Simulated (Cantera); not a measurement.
Equilibrium for iron carbonyl, mercury and lead vapours: PbO + CO + H2

Charge: 1 mol PbO, 0.18 mol CO, 3.3 mol H2, held at 873 K and 0.100 bar.

Method: chemical equilibrium by Gibbs-energy minimisation in Cantera with the NASA 1993 tables (ideal gas, pure condensed phases). Candidate condensed phases: C, C6H6, C7H8, C8H18, H2O, Pb, PbO, PbO2, Pb3O4; 113 gas species. The numbers say what is thermodynamically allowed, not how fast it happens.

The x(H2) is 0.686 and the x(H2O) is 0.262. The x(CO2) comes out as 0.0259, the x(CO) is 0.0253 and the x(CH4) is 0.000594. The x(Pb) is 6.36e-6. The n(Pb(l)) is 1.000 mol. The gas amount is 3.476 mol. The log10 activity of C(graphite) (absent) is -1.55 and the log10 activity of PbO2(s) (absent) is -18.55.
